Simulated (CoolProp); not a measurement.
R1234ze(E) at several states: fugacity coefficient from the reference equation and from simpler models built on Tc = 382.5 K, pc = 3.635 MPa, ω = 0.313; each cubic takes its own stable root.

Values from CoolProp's reference Helmholtz-energy equation of state, Thol 2016.

```tsv
T (K)	p (MPa)	phase	reference	Redlich-Kwong	Soave-Redlich-Kwong	Peng-Robinson
419.6	0.0388	gas	0.9973	0.9972	0.9974	0.9970
345	0.261	gas	?	0.9673	0.9656	0.9627
188.2	0.0997	liquid	?	?	?	?
345.8	15	liquid	?	0.1792	?	0.1448
```

Task: What belongs in the gaps?

Result: 
- 345, reference: 0.9640
- 188.2, reference: 0.01637
- 188.2, Redlich-Kwong: 0.06574
- 188.2, Soave-Redlich-Kwong: 0.01608
- 188.2, Peng-Robinson: 0.01759
- 345.8, reference: 0.1451
- 345.8, Soave-Redlich-Kwong: 0.1584
